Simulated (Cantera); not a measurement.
A Cantera script and what it prints.

```python
import numpy as np
import cantera as ct

gas_names = """
    H HO2 H2 H2O H2O2 H2S H2SO4 O OH O2 O3 S SH SO SO2 SO3 S2 S2O S8
""".split()
cond_names = """
    H2O(s) H2O(L) H2SO4(L) S(cr1) S(cr2) S(L)
""".split()


def load(file, names, dense=False):
    # The tables refer to 1 bar. Condensed volumes are neglected.
    table = {s.name: s for s in ct.Species.list_from_file(file)}
    out = []
    for n in names:
        d = dict(table[n].input_data)
        d["thermo"] = dict(d["thermo"], **{"reference-pressure": 1e5})
        if dense:
            d["equation-of-state"] = {"model": "constant-volume", "density": "1e6 g/cm^3"}
        out.append(ct.Species.from_dict(d))
    return out


gas = ct.Solution(thermo="ideal-gas", species=load("nasa_gas.yaml", gas_names))
cond = {s.name: ct.Solution(thermo="fixed-stoichiometry", species=[s], name=s.name)
        for s in load("nasa_condensed.yaml", cond_names, dense=True)}
atoms = {
    'H2O': {'H': 2, 'O': 1},
    'SO2': {'S': 1, 'O': 2},
    'H2': {'H': 2},
}
top_T = {}  # K; cautious upper limits of use, not melting points


def equilibrate(T, P, feed):
    n = {}
    for name, mol in feed.items():
        for a, k in atoms[name].items():
            n[a] = n.get(a, 0.0) + k * mol
    gas.TPX = T, P, n
    mass = sum(n.values()) * gas.mean_molecular_weight
    gas.equilibrate("TP")
    valid = [c for c in cond.values() if c.min_temp <= T <= top_T.get(c.name, c.max_temp)]
    mix = ct.Mixture([(gas, mass / gas.mean_molecular_weight)] + [(c, 0.0) for c in valid])
    mix.T, mix.P = T, P
    mix.equilibrate("TP", solver="vcs", rtol=1e-11, max_steps=5000)
    return mix


results = []
feed = {'H2O': 1, 'SO2': 0.16, 'H2': 0.077}  # mol
P = 790000  # Pa
for T in [1698, 1798, 1898, 1998, 2098, 2198, 2298, 2398, 2498, 2598, 2698]:
    mix = equilibrate(T, P, feed)
    results.append((T, P, feed, dict(zip(mix.species_names, mix.species_moles))))

top = {s: max(r[3][s] / sum(r[3][g] for g in gas_names) for r in results) for s in gas_names}
cols = sorted((s for s in top if top[s] > 1e-05), key=lambda s: -top[s])[:9]
seen = [c for c in cond_names if any(r[3].get(c, 0) > 1e-12 for r in results)]
print("log10 of partial pressures in bar; condensed amounts in mol")
print(f"{'T/K':>10s}" + "".join(f"{s[:9]:>10s}" for s in cols + seen))
for T, P, feed, n in results:
    ng = sum(n[g] for g in gas_names)
    print(f"{T:10.4g}" + "".join(f"{np.log10(max(n[s] / ng * P / 1e5, 1e-99)):10.3f}" for s in cols)
          + "".join(f"{n.get(c, 0):10.4g}" for c in seen))
```

It prints:

```
log10 of partial pressures in bar; condensed amounts in mol
       T/K       H2O       SO2        H2        OH        SO       H2S         H        O2        S2
      1698     0.823    -0.036    -0.631    -3.990    -2.013    -1.281    -4.155    -6.504    -1.685
      1798     0.820    -0.029    -0.545    -3.543    -1.830    -1.406    -3.726    -5.824    -1.795
      1898     0.816    -0.023    -0.481    -3.137    -1.679    -1.554    -3.347    -5.191    -1.945
      1998     0.814    -0.019    -0.435    -2.766    -1.557    -1.728    -3.012    -4.596    -2.133
      2098     0.812    -0.016    -0.405    -2.423    -1.461    -1.922    -2.714    -4.033    -2.355
      2198     0.810    -0.016    -0.387    -2.107    -1.384    -2.128    -2.448    -3.502    -2.598
      2298     0.809    -0.017    -0.376    -1.816    -1.321    -2.333    -2.207    -3.007    -2.844
      2398     0.807    -0.019    -0.367    -1.549    -1.265    -2.525    -1.986    -2.552    -3.074
      2498     0.804    -0.023    -0.354    -1.307    -1.210    -2.688    -1.780    -2.144    -3.269
      2598     0.799    -0.029    -0.333    -1.090    -1.151    -2.810    -1.586    -1.790    -3.408
      2698     0.792    -0.038    -0.301    -0.899    -1.083    -2.881    -1.399    -1.493    -3.480
```

These are equilibrium values from Cantera (NASA tables, ideal gas, pure condensed phases), not measurements of a reactor.
